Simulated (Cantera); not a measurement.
An adiabatic, constant-pressure homogeneous reactor starts with C3H8 : O2 : N2 : H2O = 1 : 5 : 18.8 : 3.6 (molar parts), at 1498 K and 1.01 bar.

Cantera simulation using GRI-Mech 3.0 (53 species, 325 reactions); the numbers are that mechanism's predictions, not measurements. GRI-Mech 3.0 was tuned for natural gas; its chemistry of propane as a main component is partial and can be far from experiment.

Problem. Predict: time of steepest temperature rise; temperature at 6.00 s; equilibrium temperature; x(O2) at 6.00 s; x(H2O) at 6.00 s; x(NO) at 6.00 s.

Solution. 
```json
{
 "time_of_steepest_temperature_rise": "91.4 µs",
 "temperature at 6.00 s": "2637 K",
 "equilibrium_temperature": "2637 K",
 "x(O2) at 6.00 s": "0.0180 (gas-phase equilibrium 0.0180)",
 "x(H2O) at 6.00 s": "0.219 (gas-phase equilibrium 0.219)",
 "x(NO) at 6.00 s": "0.00747 (gas-phase equilibrium 0.00747)"
}
```
